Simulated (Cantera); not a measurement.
A perfectly stirred reactor is fed with CH₄ : C₂H₆ : O₂ : N₂ = 1 : 0.18 : 5.48 : 20.6 (molar parts), equivalence ratio 0.48, at 0.940 bar; it is adiabatic with a 350 K inlet, and is followed from long to short residence time, starting on the burning branch (τ in s: 0.042, 0.021, 0.01, 0.0052, 0.0026, 0.0013, 0.00064, 0.00032, 0.00016, 7.9e-05, 3.9e-05).

Detailed kinetics in Cantera: GRI-Mech 3.0 (53 species, 325 reactions).

Predict: blow-out, bracketed by the residence times tried; x(CH₄) at τ = 42.0 ms; x(C₂H₆) at τ = 42.0 ms; x(O₂) at τ = 42.0 ms; x(CO₂) at τ = 42.0 ms; x(C₂H₂) at τ = 42.0 ms; x(CH₄) at τ = 1.30 ms; x(C₂H₆) at τ = 1.30 ms; x(O₂) at τ = 1.30 ms.


| Property | Result |
|---|---|
| blow-out, bracketed by the residence times tried | burning at 2.60 ms, out at 1.30 ms |
| x(CH₄) at τ = 42.0 ms | 4.09e-5 |
| x(C₂H₆) at τ = 42.0 ms | 1.95e-6 |
| x(O₂) at τ = 42.0 ms | 0.104 |
| x(CO₂) at τ = 42.0 ms | 0.0489 |
| x(C₂H₂) at τ = 42.0 ms | 5.66e-7 |
| x(CH₄) at τ = 1.30 ms | 0.0367 |
| x(C₂H₆) at τ = 1.30 ms | 0.00660 |
| x(O₂) at τ = 1.30 ms | 0.201 |
